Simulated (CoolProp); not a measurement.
Saturation properties of isobutene.

Computed with CoolProp (reference Helmholtz-energy equation of state, Lemmon 2005). It is a short technical equation, of lower accuracy than the large ones.

```tsv
T (K)	p (kPa)	liquid density (kg/m³)	vapour density (kg/m³)	enthalpy of vaporisation (kJ/kg)	liquid cp (kJ/(kg K))
303.2	354.4	582.0	8.752	353.2	2.406
307.2	397.7	576.9	9.778	348.5	2.429
311.3	446.0	571.5	[?]	343.7	2.454
315.4	498.6	566.0	12.18	338.6	2.480
319.4	554.2	560.6	13.51	333.6	2.506
323.5	615.9	554.9	14.99	328.3	2.535
327.6	682.5	549.1	16.60	322.8	2.565
331.6	752.5	543.3	18.31	317.3	2.595
335.7	829.6	537.2	20.22	311.4	2.628
339.8	912.4	531.0	22.29	305.4	2.664
343.8	998.8	524.7	24.48	[?]	2.700
347.9	1094	518.1	26.92	292.7	2.741
352	[?]	511.3	29.58	285.9	[?]
356.1	1303	504.3	32.48	278.8	2.831
360.1	1415	497.2	35.56	271.6	2.882
```

Problem. Some entries are withheld; supply them.

Solution. 
- 311.3, vapour density (kg/m³): 10.93
- 343.8, enthalpy of vaporisation (kJ/kg): 299.2
- 352, p (kPa): 1195
- 352, liquid cp (kJ/(kg K)): 2.784

It boils at 266.1 K under 1 atm.
